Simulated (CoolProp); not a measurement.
Saturated liquid density (kg/m³) of CH3F (R41): the reference equation beside estimates from Tc = 317.3 K, pc = 5.906 MPa, ω = 0.200. Rackett uses Z = 0.29056 − 0.08775 ω.

Values from CoolProp's reference Helmholtz-energy equation of state, Lemmon 2006. It is a short technical equation, of lower accuracy than the large ones.

```tsv
T (K)	reference	Rackett	van der Waals	Redlich-Kwong	Soave-Redlich-Kwong	Peng-Robinson
249.8	750.6	642.9	398.6	565.6	586.4	665.4
255.3	735.0	630.1	390.5	550.9	571.9	649.0
260.7	719.0	617.1	382.1	535.8	556.7	631.8
266.2	701.8	603.2	373.1	519.7	540.4	613.2
271.7	683.7	588.4	363.6	502.6	522.9	593.2
277.2	664.4	572.8	353.5	484.4	504.2	571.7
282.6	644.1	556.4	342.9	465.3	484.4	548.7
288.1	621.7	538.2	331.2	444.4	462.4	523.2
293.6	596.8	518.1	318.3	421.5	438.1	494.8
299	569.3	495.8	304.0	396.5	411.4	463.4
304.5	536.1	468.9	287.2	367.2	379.9	426.2
```

Absolute difference from the reference over all 11 rows, mean and median: Rackett 13.7 and 13.8 %, van der Waals 46.8 and 46.8 %, Redlich-Kwong 27.5 and 27.1 %, Soave-Redlich-Kwong 24.6 and 24.1 %, Peng-Robinson 14.7 and 14.0 %.
